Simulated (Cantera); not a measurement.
Charge: 1 mol C2H5OH, 1.3 mol NH3, 2.3 mol N2, 0.9 mol H2O, equilibrated at 1 atm.

Method: chemical equilibrium by Gibbs-energy minimisation in Cantera with the NASA 1993 tables (ideal gas, pure condensed phases). Candidate condensed phases: C, C6H6, C7H8, C8H18, H2O; 136 gas species. The numbers say what is thermodynamically allowed, not how fast it happens.

Over these rows the condensed part is C(graphite). Partial pressures as log10 of bar:

```json
[
 {"T (K)": "1048", "1000/T (1/K)": "0.9542", "log p CO2": "-2.25", "log p H2": "-0.28", "log p N2": "-0.54", "log p CO": "-0.80"},
 {"T (K)": "1248", "1000/T (1/K)": "0.8013", "log p CO2": "-3.50", "log p H2": "-0.26", "log p N2": "-0.55", "log p CO": "-0.75"},
 {"T (K)": "1448", "1000/T (1/K)": "0.6906", "log p CO2": "-4.46", "log p H2": "-0.26", "log p N2": "-0.55", "log p CO": "-0.75"},
 {"T (K)": "1648", "1000/T (1/K)": "0.6068", "log p CO2": "-5.18", "log p H2": "-0.26", "log p N2": "-0.55", "log p CO": "-0.74"},
 {"T (K)": "1848", "1000/T (1/K)": "0.5411", "log p CO2": "?", "log p H2": "-0.26", "log p N2": "-0.56", "log p CO": "-0.74"},
 {"T (K)": "2048", "1000/T (1/K)": "0.4883", "log p CO2": "-6.18", "log p H2": "-0.26", "log p N2": "-0.56", "log p CO": "-0.75"}
]
```

Problem. Fit log p(CO2) = a + b·(1000/T) to the five rows, give the apparent enthalpy, and predict the row at 1848 K.

Solution. Means: 1000/T = 0.7082, log p = -4.314. Sxy = 1.084243, Sxx = 0.1281313, so b = 8.46 and a = -4.314 − (8.46)×0.7082 = -10.31.
Apparent enthalpy: −19.145 × (8.46) = -162 kJ/mol. With the condensed phases at unit activity, 2 CO(g) = CO2(g) + C(graphite) links this pressure to the main gases: over the six rows their terms move log p by +0.10 in all, so the slope is close to that reaction's ΔH°. The five rows lie within 0.03 of the line.
Prediction at 1848 K: -10.31 + (8.46)×0.5411 = -5.73. The computed value is -5.74, 0.01 from the line.
